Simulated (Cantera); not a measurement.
A closed system holds: 1 mol Ti(OiPr)4, 0.9 mol H2O, 11 mol H2, equilibrated at 2050 K and 100000 Pa.

Equilibrium computed with Cantera from the NASA thermochemical tables; the gas is ideal and each condensed phase is pure. Candidate condensed phases: C, C6H6, C7H8, C8H18, H2O, Ti, TiC, TiO, TiO2, Ti2O3, Ti3O5, Ti4O7; 113 gas species. The feed counts by its element totals alone. TiC: taken at fixed stoichiometry. Rates play no part.

Base state: H2 0.838, CO 0.159, H 0.00208, C2H2 (acetylene) 0.000889, CH4 0.000262, H2O 1.29e-5, CH3 1.27e-5 (mole fractions); condensed: C(graphite) + TiC(s).

**Question.** What changes in the equilibrium state with this change: temperature from 2050 K to 1448 K?

**Answer.** 
```csv
species,before,after
H2,0.838,0.875
CO,0.159,0.122
CH4,0.000262,0.00256
H,0.00208,8.62e-6
C2H2 (acetylene),0.000889,4.16e-6
"C(graphite), mol",6.04,8.12
"TiC(s), mol",1.00,0.216
"Ti3O5(s), mol",0,0.261
```
Mutual solubility and eutectic melting of coexisting phases are not modelled.
